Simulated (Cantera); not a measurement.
A closed system holds: 1 mol Si3N4, 0.49 mol N2O, 130 mol H2, held at 700 °C and 12.0 mbar.

Equilibrium computed with Cantera from the NASA thermochemical tables; the gas is ideal and each condensed phase is pure. Candidate condensed phases: H2O, Si, SiO2, Si2N2O, Si3N4; 35 gas species. Equilibrium is a limit: real reactors are often held back by kinetics, nucleation or transport.

Q: What is the equilibrium state?

A: 
- x(H2): 0.995
- x(N2): 0.00500
- n(Si2N2O(s)): 0.490 mol
- n(Si3N4(s)): 0.673 mol
- gas amount: 130.7 mol
- log10 activity of Si(s) (absent): -4.74
